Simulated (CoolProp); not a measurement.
Model: reference Helmholtz-energy equation of state, Lemmon 2006, in CoolProp. It is a short technical equation, of lower accuracy than the large ones.

Task: For nitrous oxide, give the phase and the Z, speed of sound (m/s), isothermal compressibility (1/MPa) at 293.4 K and 26.4 bar; 325.9 K and 26.4 bar; 350.3 K and 26.4 bar.

Result: 
- 293.4 K and 26.4 bar: gas; Z 0.830, speed of sound 239, isothermal compressibility 0.469
- 325.9 K and 26.4 bar: gas; Z 0.886, speed of sound 261, isothermal compressibility 0.432
- 350.3 K and 26.4 bar: gas; Z 0.912, speed of sound 274, isothermal compressibility 0.417
